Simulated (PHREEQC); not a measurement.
Consider water at 20 °C with 2.9 mmol/kgw NaH2PO4, 55 mmol/kgw K2HPO4 and 0.017 mmol/kgw H4SiO4. Closed to the air; pH follows from the charge balance.

All values are PHREEQC results (ion-association model, phreeqc.dat), not measurements.

The ionic strength comes out as 0.161 mol/kgw. What activity coefficients do PO4-3, OH-, KHPO4-, HPO4-2, K+ get?

PO4-3 0.064, OH- 0.73, KHPO4- 0.76, HPO4-2 0.32, K+ 0.73.

This is a speciation only: nothing precipitates in the calculation. Complexes and solids missing from the database can't appear.
